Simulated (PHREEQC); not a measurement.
A solution holds 0.015 mol/kgw Cu(BF4)2, 0.98 mol/kgw HCl and 7.2e-05 mol/kgw H3BO3, at 84 °C. Closed to the air; pH follows from the charge balance.

Computed with PHREEQC (ion-association model, wateq4f.dat).

### Question
The ionic strength comes out as 0.989 mol/kgw. What activity coefficients do CuCl3-, BF2(OH)2-, Cu+2, BF3OH-, Cl- get?

### Answer
CuCl3- 0.57, BF2(OH)2- 0.49, Cu+2 0.17, BF3OH- 0.49, Cl- 0.56.

No solid was allowed to form. Caution: at this ionic strength the ion-association model is outside its range; a Pitzer model would be the better tool where its parameters exist. Constants without temperature data keep their 25 °C values here. Real BF4- forms and hydrolyses slowly; the run takes it at equilibrium.
